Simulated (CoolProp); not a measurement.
Computed with CoolProp (reference Helmholtz-energy equation of state, Zhou 2012).

Task: Give the vapour pressure (MPa), liquid density (kg/m³), vapour viscosity (µPa s) of saturated o-xylene at 486.9 K.

Result: 
| T (K) | p (MPa) | liquid density (kg/m³) | vapour viscosity (µPa s) |
|---|---|---|---|
| 486.9 | 0.472 | 696 | 10.6 |

Viscosity comes from a separate model (Cao 2016).
